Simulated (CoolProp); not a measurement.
Values from CoolProp's reference Helmholtz-energy equation of state, Eisenbach 2021.

Task: Give the vapour pressure (bar), liquid density (kg/m³), vapour density (kg/m³), enthalpy of vaporisation (kJ/kg) of saturated propylene glycol at 262.05 °C.

Result: 
```json
[
 {"T (°C)": "262.05", "p (bar)": "6.81", "liquid density (kg/m³)": "808", "vapour density (kg/m³)": "12.7", "enthalpy of vaporisation (kJ/kg)": "610"}
]
```
